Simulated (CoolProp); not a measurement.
A Linde-Hampson liquefier for oxygen: isothermal reversible compression at 300 K from 1 atm to 5 MPa, throttling to 1 atm, return gas leaving the recuperator 0 K below the feed. Each further row changes one setting.

Model: reference Helmholtz-energy equation of state, Schmidt 1985, in CoolProp.

```json
[
 {"case": "as stated", "liquid yield per pass": "0.029", "compression work (kJ/kg of gas)": "302"},
 {"case": "high pressure 10 MPa", "liquid yield per pass": "0.057", "compression work (kJ/kg of gas)": "354"},
 {"case": "warm-end temperature 330 K", "liquid yield per pass": "0.022", "compression work (kJ/kg of gas)": "333"},
 {"case": "warm-end gap 5 K", "liquid yield per pass": "0.018", "compression work (kJ/kg of gas)": "302"}
]
```

Above 300 K oxygen's equation is extrapolated.
